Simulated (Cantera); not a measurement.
**Reactions in the system Ba-F-H-N**

Cantera with NASA thermochemical tables; ideal gases at 1 bar, condensed phases pure. Values are per mole of reaction as written; species without (g) are pure solids or liquids, kept so even where they would boil at 1 bar.

2 NH₃(g) + 3 BaF₂ = 3 Ba + 6 HF(g) + 2 N(g)

| T (K) | ΔH° (kJ) | ΔS° (J/K) | ΔG° (kJ) | log10 K | condensed phases |
|---|---|---|---|---|---|
| 1100 | 3029.3 | 860.8 | 2082.4 | -98.88 | BaF₂(s), Ba(l) |
| 1250 | 3008.1 | 842.8 | 1954.5 | -81.67 | BaF₂(s), Ba(l) |
| 1400 | 2983.5 | 824.3 | 1829.5 | -68.26 | BaF₂(s), Ba(l) |
| 1550 | 2958.6 | 807.4 | 1707.2 | -57.53 | BaF₂(s), Ba(l) |
| 1700 | 2874.9 | 756.2 | 1589.3 | -48.83 | BaF₂(l), Ba(l) |
| 1850 | 2863.3 | 749.7 | 1476.4 | -41.68 | BaF₂(l), Ba(l) |
| 2000 | 2851.5 | 743.6 | 1364.4 | -35.63 | BaF₂(l), Ba(l) |
| 2150 | 2839.8 | 737.9 | 1253.3 | -30.45 | BaF₂(l), Ba(l) |
| 2300 | 2828.0 | 732.6 | 1143.0 | -25.96 | BaF₂(l), Ba(l) |
| 2450 | 2816.2 | 727.6 | 1033.5 | -22.03 | BaF₂(l), Ba(l) |
